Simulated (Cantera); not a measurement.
An isothermal, constant-pressure homogeneous reactor starts with 0.241 % CO, 1.83 % O2, 1.35 % H2O, 96.6 % N2, at 1375 K and 330 Torr.

Cantera simulation using GRI-Mech 3.0 (53 species, 325 reactions); the numbers are that mechanism's predictions, not measurements.

x: mole fraction; the columns are a selection and need not sum to one.

```json
[
 {"t (s)": "8.00e-6", "x CO": "0.00241", "x O2": "0.0183", "x H2O": "0.0135", "x NO": "<1e-12", "x OH": "1.84e-11", "x CO2": "8.64e-11"},
 {"t (s)": "3.83e-5", "x CO": "0.00241", "x O2": "0.0183", "x H2O": "0.0135", "x NO": "<1e-12", "x OH": "1.17e-10", "x CO2": "4.19e-10"},
 {"t (s)": "0.000183", "x CO": "0.00241", "x O2": "0.0183", "x H2O": "0.0135", "x NO": "<1e-12", "x OH": "1.17e-9", "x CO2": "2.24e-9"},
 {"t (s)": "0.000875", "x CO": "0.00241", "x O2": "0.0183", "x H2O": "0.0135", "x NO": "<1e-12", "x OH": "2.33e-8", "x CO2": "2.94e-8"},
 {"t (s)": "0.00418", "x CO": "0.00234", "x O2": "0.0183", "x H2O": "0.0135", "x NO": "2.28e-11", "x OH": "5.04e-5", "x CO2": "7.67e-5"},
 {"t (s)": "0.0200", "x CO": "___", "x O2": "0.0171", "x H2O": "0.0134", "x NO": "___", "x OH": "___", "x CO2": "0.00236"},
 {"t (s)": "0.0956", "x CO": "1.25e-6", "x O2": "0.0172", "x H2O": "0.0135", "x NO": "1.29e-7", "x OH": "2.66e-5", "x CO2": "0.00242"},
 {"t (s)": "0.457", "x CO": "6.25e-8", "x O2": "0.0172", "x H2O": "0.0135", "x NO": "1.33e-7", "x OH": "9.56e-6", "x CO2": "0.00242"},
 {"t (s)": "2.19", "x CO": "1.87e-8", "x O2": "0.0172", "x H2O": "0.0135", "x NO": "1.34e-7", "x OH": "5.91e-6", "x CO2": "0.00242"},
 {"t (s)": "10.5", "x CO": "1.77e-8", "x O2": "0.0172", "x H2O": "0.0135", "x NO": "1.35e-7", "x OH": "5.78e-6", "x CO2": "0.00242"},
 {"t (s)": "50.0", "x CO": "1.77e-8", "x O2": "0.0172", "x H2O": "0.0135", "x NO": "1.41e-7", "x OH": "5.78e-6", "x CO2": "0.00242"}
]
```

Question: Complete the blanks.

Answer: 
- 0.0200, x CO: 5.71e-5
- 0.0200, x NO: 1.13e-7
- 0.0200, x OH: 0.000125
